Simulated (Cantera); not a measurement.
Charge: 1 mol TiO₂, 1.6 mol CO, 0.34 mol H₂, equilibrated at 2600 K.

Method: chemical equilibrium by Gibbs-energy minimisation in Cantera with the NASA 1993 tables (ideal gas, pure condensed phases). Candidate condensed phases: C, C₆H₆, C₇H₈, C₈H₁₈, H₂O, Ti, TiC, TiO, TiO₂, Ti₂O₃, Ti₃O₅, Ti₄O₇; 113 gas species. Condensed phases not in the tables: Magnéli phases beyond Ti₄O₇. Equilibrium is a limit: real reactors are often held back by kinetics, nucleation or transport.

log p: log10 of the partial pressure in bar; n: condensed amount in mol.

| P (Pa) | log p CO | log p TiO₂ | log p H | log p TiO | log p O | log p H₂ | log p CO₂ | log p H₂O | log p OH | n Ti₃O₅(l) | n Ti₄O₇(l) |
|---|---|---|---|---|---|---|---|---|---|---|---|
| 10 | -4.37 | -4.89 | -4.76 | -4.86 | -4.90 | -6.69 | -6.43 | -7.93 | -6.64 | 0 | 0 |
| 100 | -3.31 | -3.71 | -3.79 | -4.24 | -4.35 | -4.74 | -4.81 | -5.43 | -5.11 | 0.0667 | 0 |
| 1000 | ? | -3.61 | ? | -4.52 | ? | ? | ? | ? | ? | 0 | 0.235 |
| 10000 | -1.13 | -3.59 | -2.43 | -4.56 | -3.90 | -2.02 | -2.19 | -2.27 | -3.31 | 0 | 0.249 |
| 100000 | ? | -3.59 | ? | -4.56 | -3.90 | ? | ? | ? | ? | 0 | 0.250 |
| 1000000 | 0.88 | -3.59 | -1.39 | -4.56 | -3.91 | 0.04 | -0.18 | -0.21 | -2.28 | 0 | 0.250 |

**Question.** Some entries are withheld; supply them.

**Answer.** 
- 100000, log p CO: -0.12
- 100000, log p H: -1.90
- 100000, log p H₂: -0.97
- 100000, log p CO₂: -1.18
- 100000, log p H₂O: -1.22
- 100000, log p OH: -2.79
- 1000, log p CO: -2.16
- 1000, log p H: -3.00
- 1000, log p O: -3.97
- 1000, log p H₂: -3.16
- 1000, log p CO₂: -3.28
- 1000, log p H₂O: -3.47
- 1000, log p OH: -3.94
